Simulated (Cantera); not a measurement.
What does this Cantera script print?

```python
import numpy as np
import cantera as ct

gas_names = """
    C CN CO CO2 C2 CCN CNC C2N2 C2O C3 C3O2 C4 C4N2 C5 Cu CuO Cu2 N NCO NO NO2 NO3 N2 N2O O O2 O3
""".split()
cond_names = """
    C(gr) Cu(cr) Cu(L) CuO(s) Cu2O(s) Cu2O(L)
""".split()


def load(file, names, dense=False):
    # The tables refer to 1 bar. Condensed volumes are neglected.
    table = {s.name: s for s in ct.Species.list_from_file(file)}
    out = []
    for n in names:
        d = dict(table[n].input_data)
        d["thermo"] = dict(d["thermo"], **{"reference-pressure": 1e5})
        if dense:
            d["equation-of-state"] = {"model": "constant-volume", "density": "1e6 g/cm^3"}
        out.append(ct.Species.from_dict(d))
    return out


gas = ct.Solution(thermo="ideal-gas", species=load("nasa_gas.yaml", gas_names))
cond = {s.name: ct.Solution(thermo="fixed-stoichiometry", species=[s], name=s.name)
        for s in load("nasa_condensed.yaml", cond_names, dense=True)}
atoms = {
    'Cu2O': {'Cu': 2, 'O': 1},
    'C': {'C': 1},
    'N2': {'N': 2},
}
top_T = {'C(gr)': 4500, 'CuO(s)': 1390}  # K; cautious upper limits of use, not melting points


def equilibrate(T, P, feed):
    n = {}
    for name, mol in feed.items():
        for a, k in atoms[name].items():
            n[a] = n.get(a, 0.0) + k * mol
    gas.TPX = T, P, n
    mass = sum(n.values()) * gas.mean_molecular_weight
    gas.equilibrate("TP")
    valid = [c for c in cond.values() if c.min_temp <= T <= top_T.get(c.name, c.max_temp)]
    mix = ct.Mixture([(gas, mass / gas.mean_molecular_weight)] + [(c, 0.0) for c in valid])
    mix.T, mix.P = T, P
    mix.equilibrate("TP", solver="vcs", rtol=1e-11, max_steps=5000)
    return mix


results = []
T = 948.15  # K
P = 63  # Pa
for m in [0.76, 1.4, 2, 2.7, 3.3, 4, 4.6, 5.3, 5.9, 6.5]:
    feed = {'Cu2O': 1, 'C': m, 'N2': 0.43}  # mol
    mix = equilibrate(T, P, feed)
    results.append((T, P, feed, dict(zip(mix.species_names, mix.species_moles))))

top = {s: max(r[3][s] / sum(r[3][g] for g in gas_names) for r in results) for s in gas_names}
cols = sorted((s for s in top if top[s] > 0.0001), key=lambda s: -top[s])[:8]
seen = [c for c in cond_names if any(r[3].get(c, 0) > 1e-12 for r in results)]
print("log10 of partial pressures in bar; condensed amounts in mol")
print(f"{'n(C)':>10s}" + "".join(f"{s[:9]:>10s}" for s in cols + seen))
for T, P, feed, n in results:
    ng = sum(n[g] for g in gas_names)
    print(f"{feed['C']:10.4g}" + "".join(f"{np.log10(max(n[s] / ng * P / 1e5, 1e-99)):10.3f}" for s in cols)
          + "".join(f"{n.get(c, 0):10.4g}" for c in seen))
```

It prints:

```
log10 of partial pressures in bar; condensed amounts in mol
      n(C)        CO        N2       CO2     C(gr)    Cu(cr)
      0.76    -3.560    -3.643    -3.896         0         2
       1.4    -3.356    -3.722    -6.471    0.4008         2
         2    -3.356    -3.722    -6.471     1.001         2
       2.7    -3.356    -3.722    -6.471     1.701         2
       3.3    -3.356    -3.722    -6.471     2.301         2
         4    -3.356    -3.722    -6.471     3.001         2
       4.6    -3.356    -3.722    -6.471     3.601         2
       5.3    -3.356    -3.722    -6.471     4.301         2
       5.9    -3.356    -3.722    -6.471     4.901         2
       6.5    -3.356    -3.722    -6.471     5.501         2
```

Equilibrium computed with Cantera from the NASA thermochemical tables; the gas is ideal and each condensed phase is pure.
